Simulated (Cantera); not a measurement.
A closed system holds: 1 mol Si, 0.14 mol CO2, 460 mol N2, at 1748 K and 1.33 mbar.

Method: chemical equilibrium by Gibbs-energy minimisation in Cantera with the NASA 1993 tables (ideal gas, pure condensed phases). Candidate condensed phases: C, Si, SiC, SiO2, Si2N2O, Si3N4; 34 gas species. Mutual solubility and eutectic melting of coexisting phases are not modelled. The tables' values for SiN are old estimates; treat these amounts as uncertain. Kinetics and transport are ignored.

Base state: N2 0.998, Si 0.00109, SiO 0.000565, CO 4.22e-5, Si2N 3.52e-5, SiN 2.07e-5 (mole fractions); condensed: Si(l) + SiC(s).

Problem. What changes in the equilibrium state with this change: pressure from 1.33 mbar to 0.100 bar?

Solution. 
```json
[
 {"species": "N2", "before": "0.998", "after": "0.999"},
 {"species": "SiO", "before": "0.000565", "after": "0.000305"},
 {"species": "CO", "before": "4.22e-5", "after": "0.000305"},
 {"species": "Si", "before": "0.00109", "after": "1.61e-6"},
 {"species": "Si2N", "before": "3.52e-5", "after": "4.97e-8"},
 {"species": "SiN", "before": "2.07e-5", "after": "2.64e-7"},
 {"species": "Si(l), mol", "before": "0.0628", "after": "0"},
 {"species": "SiC(s), mol", "before": "0.117", "after": "0"},
 {"species": "Si3N4(s), mol", "before": "0", "after": "0.286"}
]
```

Problem. What changes in the equilibrium state with this change: CO2 from 0.14 to 4 mol?

Solution. 
```json
[
 {"species": "N2", "before": "0.998", "after": "0.991"},
 {"species": "CO2", "before": "<1e-9", "after": "0.00440"},
 {"species": "CO", "before": "4.22e-5", "after": "0.00421"},
 {"species": "SiO", "before": "0.000565", "after": "0.000153"},
 {"species": "Si", "before": "0.00109", "after": "<1e-9"},
 {"species": "Si2N", "before": "3.52e-5", "after": "<1e-9"},
 {"species": "Si(l), mol", "before": "0.0628", "after": "0"},
 {"species": "SiC(s), mol", "before": "0.117", "after": "0"},
 {"species": "SiO2(condensed), mol", "before": "0", "after": "0.928"}
]
```
The tables hold silica as quartz up to 1696 K and as liquid above; real silica turns to tridymite and cristobalite and melts near 1996 K.
